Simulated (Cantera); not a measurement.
What does this Cantera script print?

```python
import numpy as np
import cantera as ct

gas_names = """
    Cr CrN CrO CrO2 CrO3 H HNO HNO2 HNO3 HO2 H2 H2O H2O2 N NH NH2 NH3 NH2OH NO NO2 NO3 N2 N2H2 N2H4 N2O
    O OH O2 O3
""".split()
cond_names = """
    Cr(cr) Cr(L) CrN(s) Cr2N(s) Cr2O3(s) Cr2O3(L) H2O(s) H2O(L)
""".split()


# ... load() reads the species with a 1 bar reference pressure and builds the phases ...
atoms = {
    'Cr2O3': {'Cr': 2, 'O': 3},
    'H2': {'H': 2},
    'N2': {'N': 2},
}
top_T = {'CrN(s)': 1900, 'Cr2N(s)': 1900}  # K; cautious upper limits of use, not melting points


# ... equilibrate(T, P, feed) seeds the gas with the atoms and calls Mixture.equilibrate('TP', solver="vcs", rtol=1e-11, max_steps=5000) ...
results = []
P = 1600  # Pa
for T in [850, 950, 1050, 1150, 1250, 1350, 1450, 1550, 1650, 1750, 1850, 1950, 2050, 2150]:
    for m in [5, 18, 31, 45, 58, 71, 84]:
        feed = {'Cr2O3': 1, 'H2': 33, 'N2': m}  # mol
        mix = equilibrate(T, P, feed)
        results.append((T, P, feed, dict(zip(mix.species_names, mix.species_moles))))

for T, P, feed, n in results:
    print(f"{T:7g} {feed['N2']:10.4g}  " + (" + ".join(c for c in cond_names if n.get(c, 0) > 1e-12) or "gas only"))
```

Result:

```
    850          5  CrN(s) + Cr2O3(s)
    850         18  CrN(s) + Cr2O3(s)
    850         31  CrN(s) + Cr2O3(s)
    850         45  CrN(s) + Cr2O3(s)
    850         58  CrN(s) + Cr2O3(s)
    850         71  CrN(s) + Cr2O3(s)
    850         84  CrN(s) + Cr2O3(s)
    950          5  CrN(s) + Cr2O3(s)
    950         18  CrN(s) + Cr2O3(s)
    950         31  CrN(s) + Cr2O3(s)
    950         45  CrN(s) + Cr2O3(s)
    950         58  CrN(s) + Cr2O3(s)
    950         71  CrN(s) + Cr2O3(s)
    950         84  CrN(s) + Cr2O3(s)
   1050          5  Cr2N(s) + Cr2O3(s)
   1050         18  CrN(s) + Cr2O3(s)
   1050         31  CrN(s) + Cr2O3(s)
   1050         45  CrN(s) + Cr2O3(s)
   1050         58  CrN(s) + Cr2O3(s)
   1050         71  CrN(s) + Cr2O3(s)
   1050         84  CrN(s) + Cr2O3(s)
   1150          5  Cr2N(s) + Cr2O3(s)
   1150         18  Cr2N(s) + Cr2O3(s)
   1150         31  Cr2N(s) + Cr2O3(s)
   1150         45  Cr2N(s) + Cr2O3(s)
   1150         58  Cr2N(s) + Cr2O3(s)
   1150         71  Cr2N(s) + Cr2O3(s)
   1150         84  Cr2N(s) + Cr2O3(s)
   1250          5  Cr2N(s) + Cr2O3(s)
   1250         18  Cr2N(s) + Cr2O3(s)
   1250         31  Cr2N(s) + Cr2O3(s)
   1250         45  Cr2N(s) + Cr2O3(s)
   1250         58  Cr2N(s) + Cr2O3(s)
   1250         71  Cr2N(s) + Cr2O3(s)
   1250         84  Cr2N(s) + Cr2O3(s)
   1350          5  Cr(cr) + Cr2O3(s)
   1350         18  Cr(cr) + Cr2O3(s)
   1350         31  Cr2N(s) + Cr2O3(s)
   1350         45  Cr2N(s) + Cr2O3(s)
   1350         58  Cr2N(s) + Cr2O3(s)
   1350         71  Cr2N(s) + Cr2O3(s)
   1350         84  Cr2N(s) + Cr2O3(s)
   1450          5  Cr(cr) + Cr2O3(s)
   1450         18  Cr(cr) + Cr2O3(s)
   1450         31  Cr(cr) + Cr2O3(s)
   1450         45  Cr(cr) + Cr2O3(s)
   1450         58  Cr(cr) + Cr2O3(s)
   1450         71  Cr(cr) + Cr2O3(s)
   1450         84  Cr(cr) + Cr2O3(s)
   1550          5  Cr(cr) + Cr2O3(s)
   1550         18  Cr(cr) + Cr2O3(s)
   1550         31  Cr(cr) + Cr2O3(s)
   1550         45  Cr(cr) + Cr2O3(s)
   1550         58  Cr(cr) + Cr2O3(s)
   1550         71  Cr(cr) + Cr2O3(s)
   1550         84  Cr(cr) + Cr2O3(s)
   1650          5  Cr(cr) + Cr2O3(s)
   1650         18  Cr(cr) + Cr2O3(s)
   1650         31  Cr(cr) + Cr2O3(s)
   1650         45  Cr(cr) + Cr2O3(s)
   1650         58  Cr(cr) + Cr2O3(s)
   1650         71  Cr(cr) + Cr2O3(s)
   1650         84  Cr2O3(s)
   1750          5  Cr(cr) + Cr2O3(s)
   1750         18  Cr2O3(s)
   1750         31  Cr2O3(s)
   1750         45  Cr2O3(s)
   1750         58  Cr2O3(s)
   1750         71  Cr2O3(s)
   1750         84  Cr2O3(s)
   1850          5  Cr2O3(s)
   1850         18  Cr2O3(s)
   1850         31  Cr2O3(s)
   1850         45  Cr2O3(s)
   1850         58  Cr2O3(s)
   1850         71  Cr2O3(s)
   1850         84  Cr2O3(s)
   1950          5  Cr2O3(s)
   1950         18  Cr2O3(s)
   1950         31  Cr2O3(s)
   1950         45  Cr2O3(s)
   1950         58  Cr2O3(s)
   1950         71  Cr2O3(s)
   1950         84  Cr2O3(s)
   2050          5  Cr2O3(s)
   2050         18  Cr2O3(s)
   2050         31  Cr2O3(s)
   2050         45  Cr2O3(s)
   2050         58  Cr2O3(s)
   2050         71  Cr2O3(s)
   2050         84  Cr2O3(s)
   2150          5  Cr2O3(s)
   2150         18  gas only
   2150         31  gas only
   2150         45  gas only
   2150         58  gas only
   2150         71  gas only
   2150         84  gas only
```

These are equilibrium values from Cantera (NASA tables, ideal gas, pure condensed phases), not measurements of a reactor. Mutual solubility and eutectic melting of coexisting phases are not modelled.
